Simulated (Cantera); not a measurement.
Mixture: CH4 : O2 : N2 : CO2 = 1 : 1.67 : 5.33 : 0.23 (molar parts), equivalence ratio 1.2, at 3750 Torr, adiabatic and at constant pressure. Ignition delay is the time to a rise of 400 K.

Model: GRI-Mech 3.0 (53 species, 325 reactions), integrated in Cantera.

Predict: delay at 1150 K; delay at 1200 K; delay at 1250 K; delay at 1300 K; delay at 1350 K; delay at 1400 K; apparent activation energy between 1300 and 1400 K.


```
Property                                                Result
--------------------------------------------------  ----------
delay at 1150 K                                        19.2 ms
delay at 1200 K                                        9.93 ms
delay at 1250 K                                        5.28 ms
delay at 1300 K                                        2.89 ms
delay at 1350 K                                        1.62 ms
delay at 1400 K                                       0.934 ms
apparent activation energy between 1300 and 1400 K  170 kJ/mol
```
